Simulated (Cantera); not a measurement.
A perfectly stirred reactor is fed with 33.3 % CH₄, 66.7 % H₂, at 101000 Pa; it is held at 1725 K, and followed from long to short residence time.

Detailed kinetics in Cantera: GRI-Mech 3.0 (53 species, 325 reactions). GRI-Mech 3.0 stops at C3 and has no aromatics, soot or wall deposition, so with more carbon than oxygen in the feed, carbon stays in small species such as C2H2 where larger ones or solid carbon would form.

x: mole fraction; the columns are a selection and need not sum to one.

```json
[
 {"τ (s)": "6.0", "x CH₄": "0.0301", "x H₂": "0.855", "x CH₃": "0.000122", "x C₂H₄": "0.00382", "x C₂H₆": "7.16e-6", "x C₂H₂": "0.110"},
 {"τ (s)": "2.8", "x CH₄": "?", "x H₂": "0.854", "x CH₃": "?", "x C₂H₄": "0.00379", "x C₂H₆": "?", "x C₂H₂": "0.109"},
 {"τ (s)": "1.3", "x CH₄": "0.0378", "x H₂": "0.851", "x CH₃": "0.000151", "x C₂H₄": "0.00374", "x C₂H₆": "9.45e-6", "x C₂H₂": "0.107"},
 {"τ (s)": "0.61", "x CH₄": "0.0466", "x H₂": "0.845", "x CH₃": "0.000184", "x C₂H₄": "0.00364", "x C₂H₆": "1.27e-5", "x C₂H₂": "0.104"},
 {"τ (s)": "0.29", "x CH₄": "?", "x H₂": "0.836", "x CH₃": "?", "x C₂H₄": "0.00350", "x C₂H₆": "?", "x C₂H₂": "0.0990"},
 {"τ (s)": "0.13", "x CH₄": "0.0844", "x H₂": "0.822", "x CH₃": "0.000318", "x C₂H₄": "0.00332", "x C₂H₆": "3.36e-5", "x C₂H₂": "0.0903"},
 {"τ (s)": "0.063", "x CH₄": "0.114", "x H₂": "0.803", "x CH₃": "0.000420", "x C₂H₄": "0.00316", "x C₂H₆": "5.75e-5", "x C₂H₂": "0.0792"},
 {"τ (s)": "0.030", "x CH₄": "0.153", "x H₂": "0.779", "x CH₃": "0.000547", "x C₂H₄": "0.00307", "x C₂H₆": "9.79e-5", "x C₂H₂": "0.0647"},
 {"τ (s)": "0.014", "x CH₄": "0.198", "x H₂": "0.750", "x CH₃": "0.000692", "x C₂H₄": "0.00310", "x C₂H₆": "0.000158", "x C₂H₂": "0.0476"},
 {"τ (s)": "0.0065", "x CH₄": "0.243", "x H₂": "0.722", "x CH₃": "0.000830", "x C₂H₄": "0.00322", "x C₂H₆": "0.000230", "x C₂H₂": "0.0306"},
 {"τ (s)": "0.0030", "x CH₄": "0.280", "x H₂": "0.699", "x CH₃": "0.000938", "x C₂H₄": "0.00324", "x C₂H₆": "0.000296", "x C₂H₂": "0.0165"}
]
```

Q: Complete the blanks.

A: 
- 2.8, x CH₄: 0.0327
- 2.8, x CH₃: 0.000132
- 2.8, x C₂H₆: 7.89e-6
- 0.29, x CH₄: 0.0609
- 0.29, x CH₃: 0.000235
- 0.29, x C₂H₆: 1.93e-5
